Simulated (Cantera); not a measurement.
Input: 1 mol SiF4, 0.76 mol C3H8, 1100 mol H2, at 950 K and 15.0 mbar.

Equilibrium computed with Cantera from the NASA thermochemical tables; the gas is ideal and each condensed phase is pure. Candidate condensed phases: C, C6H6, C7H8, C8H18, Si, SiC; 113 gas species. Rates play no part.

Base state: H2 0.997, CH4 0.00207, SiF4 0.000881, HF 3.52e-5, SiHF3 2.27e-5 (mole fractions); condensed: SiC(s).

Task: What changes in the equilibrium state with this change: C3H8 from 0.76 to 0.022 mol?

Result: 
```json
[
 {"species": "H2", "before": "0.997", "after": "0.999"},
 {"species": "SiF4", "before": "0.000881", "after": "0.000880"},
 {"species": "CH4", "before": "0.00207", "after": "5.99e-5"},
 {"species": "HF", "before": "3.52e-5", "after": "2.91e-5"},
 {"species": "SiHF3", "before": "2.27e-5", "after": "2.75e-5"},
 {"species": "SiC(s), mol", "before": "0.00312", "after": "0"}
]
```
